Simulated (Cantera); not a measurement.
Charge: 1 mol Si3N4, 0.088 mol Si, 5.6 mol N2, held at 0.0383 Torr.

Cantera equilibrium calculation (NASA polynomials, part measured and part estimated; ideal gas, pure solids and liquids). Candidate condensed phases: Si, Si3N4; 7 gas species. The tables' values for SiN are old estimates; treat these amounts as uncertain. The numbers say what is thermodynamically allowed, not how fast it happens.

log p: log10 of the partial pressure in bar; n: condensed amount in mol.

| T (K) | log p N2 | log p Si | log p Si2 | log p Si2N | log p SiN | n Si(s) | n Si(l) |
|---|---|---|---|---|---|---|---|
| 1625 | -4.29 | -6.79 | -9.32 | ___ | -9.04 | 3.06 | 0 |
| 1725 | -4.30 | -5.99 | -8.32 | ___ | -8.40 | 0 | 2.93 |
| 1825 | -4.33 | -5.34 | -7.53 | ___ | -7.89 | 0 | 2.32 |
| 1925 | -4.44 | -4.84 | -6.99 | ___ | -7.56 | 0 | 0 |
| 2025 | -4.44 | -4.83 | -7.39 | ___ | -7.66 | 0 | 0 |
| 2125 | -4.44 | -4.83 | -7.77 | ___ | -7.76 | 0 | 0 |
| 2225 | -4.44 | -4.83 | -8.11 | ___ | -7.85 | 0 | 0 |
| 2325 | -4.44 | -4.83 | -8.42 | ___ | -7.93 | 0 | 0 |
| 2425 | -4.44 | -4.83 | -8.71 | ___ | -8.00 | 0 | 0 |
| 2525 | -4.44 | -4.83 | -8.98 | ___ | -8.07 | 0 | 0 |
| 2625 | -4.44 | -4.83 | -9.22 | ___ | -8.13 | 0 | 0 |
| 2725 | -4.44 | -4.83 | -9.45 | ___ | -8.18 | 0 | 0 |
| 2825 | -4.44 | -4.83 | -9.66 | ___ | -8.24 | 0 | 0 |

What belongs in the gaps?


- 1625, log p Si2N: -8.80
- 1725, log p Si2N: -8.15
- 1825, log p Si2N: -7.70
- 1925, log p Si2N: -7.50
- 2025, log p Si2N: -8.16
- 2125, log p Si2N: -8.76
- 2225, log p Si2N: -9.31
- 2325, log p Si2N: -9.82
- 2425, log p Si2N: -10.29
- 2525, log p Si2N: -10.71
- 2625, log p Si2N: -11.11
- 2725, log p Si2N: -11.48
- 2825, log p Si2N: -11.82
